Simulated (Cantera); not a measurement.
Charge: 1 mol SiC, a varied amount of N2O, 260 mol N2, equilibrated at 1077 °C and 60.0 mbar.

Cantera equilibrium calculation (NASA polynomials, part measured and part estimated; ideal gas, pure solids and liquids). Candidate condensed phases: C, Si, SiC, SiO2, Si2N2O, Si3N4; 34 gas species. Mutual solubility and eutectic melting of coexisting phases are not modelled. Equilibrium is a limit: real reactors are often held back by kinetics, nucleation or transport.

x: gas mole fraction; n: condensed amount in mol.

| n(N2O) (mol) | x N2 | x CO | x SiO | n C(graphite) | n Si2N2O(s) | n Si3N4(s) |
|---|---|---|---|---|---|---|
| 0.15 | 1.000 | 3.14e-5 | 7.68e-9 | 0.992 | 0.142 | 0.239 |
| 0.21 | 1.000 | 3.14e-5 | 7.68e-9 | 0.992 | 0.202 | 0.199 |
| 0.3 | 1.000 | 3.14e-5 | 7.68e-9 | 0.992 | 0.292 | 0.139 |
| 0.41 | 1.000 | 3.14e-5 | 7.68e-9 | 0.992 | 0.402 | 0.0654 |
| 0.57 | 1.000 | ___ | 2.25e-8 | 0.930 | 0.500 | 0 |
| 0.8 | 0.999 | ___ | 4.65e-8 | 0.700 | 0.500 | 0 |
| 1.1 | 0.998 | ___ | 6.57e-8 | 0.400 | 0.500 | 0 |

Task: Fill in the missing entries.

Result: 
- 0.57, x CO: 0.000269
- 0.8, x CO: 0.00115
- 1.1, x CO: 0.00230
